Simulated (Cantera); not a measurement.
Input: 1 mol SiH₄, 0.1 mol C₂H₄, 15 mol H₂, 3.7 mol HCl, at 1.33 mbar.

Cantera equilibrium calculation (NASA polynomials, part measured and part estimated; ideal gas, pure solids and liquids). Candidate condensed phases: C, C₆H₆, C₇H₈, C₈H₁₈, Si, SiC; 109 gas species. Mutual solubility and eutectic melting of coexisting phases are not modelled. The tables' values for SiCl₃ are old estimates; treat these amounts as uncertain. The numbers say what is thermodynamically allowed, not how fast it happens. All values below are at 1023 K.

Base state: H₂ 0.911, HCl 0.0519, SiCl₄ 0.0253, SiCl₂ 0.00524, SiHCl₃ 0.00376, SiCl₃ 0.00251, SiH₂Cl₂ 6.19e-5 (mole fractions); condensed: Si(s) + SiC(s).

Question: What changes in the equilibrium state with this change: H₂ from 15 to 37 mol?

Answer: 
```csv
species,before,after
H₂,0.911,0.946
HCl,0.0519,0.0399
SiCl₄,0.0253,0.00824
SiCl₃,0.00251,0.00108
SiHCl₃,0.00376,0.00165
SiCl₂,0.00524,0.00299
SiH₂Cl₂,6.19e-5,3.67e-5
"Si(s), mol",0.0523,0.205
"SiC(s), mol",0.200,0.200
```
